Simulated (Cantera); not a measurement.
Cantera run:

```python
import numpy as np
import cantera as ct

gas_names = """
    CL CL2 H HCL H2 N NH NH2 NH3 N2 N2H2 N2H4 Pb PbCL PbCL2 PbCL4 Pb2
""".split()
cond_names = """
    NH4CL(a) NH4CL(b) Pb(cr) Pb(L) PbCL2(s) PbCL2(L)
""".split()


# ... load() reads the species with a 1 bar reference pressure and builds the phases ...
atoms = {
    'PbCl2': {'Pb': 1, 'CL': 2},
    'HCl': {'H': 1, 'CL': 1},
    'N2': {'N': 2},
}
top_T = {}  # K; cautious upper limits of use, not melting points


# ... equilibrate(T, P, feed) seeds the gas with the atoms and calls Mixture.equilibrate('TP', solver="vcs", rtol=1e-11, max_steps=5000) ...
results = []
feed = {'PbCl2': 1, 'HCl': 0.019, 'N2': 13}  # mol
T = 1198.15  # K
P = 133.322  # Pa
mix = equilibrate(T, P, feed)
results.append((T, P, feed, dict(zip(mix.species_names, mix.species_moles))))
print(gas.report(threshold=1e-06))
for i in range(1, mix.n_phases):
    print(f"{mix.phase(i).name:16s} {mix.phase_moles(i):12.5e} mol")
```

Output:

```
       temperature   1198.2 K
          pressure   133.32 Pa
           density   0.00061377 kg/m^3
  mean mol. weight   45.862 kg/kmol
   phase of matter   gas

                          1 kg             1 kmol
                     ---------------   ---------------
          enthalpy        3.7591e+05         1.724e+07  J
   internal energy         1.587e+05        7.2781e+06  J
           entropy            6611.4        3.0321e+05  J/K
    Gibbs function       -7.5456e+06       -3.4606e+08  J
 heat capacity c_p             772.3             35419  J/K
 heat capacity c_v            591.01             27105  J/K

                      mass frac. Y      mole frac. X     chem. pot. / RT
                     ---------------   ---------------   ---------------
                CL        4.3365e-05        5.6102e-05           -25.829
               HCL         0.0010773         0.0013552           -47.246
                N2            0.5664           0.92726           -32.045
                Pb         0.0013021        0.00028822            -17.87
              PbCL          0.057951          0.010953           -43.699
             PbCL2           0.32957           0.05435           -69.527
             PbCL4          0.043653         0.0057365           -121.18
     [  +10 minor]         3.025e-07        2.0784e-07

Pb(L)             0.00000e+00 mol
PbCL2(L)          0.00000e+00 mol
```

Cantera equilibrium calculation (NASA polynomials, part measured and part estimated; ideal gas, pure solids and liquids). The tables' values for PbCl4 are old estimates; treat these amounts as uncertain.
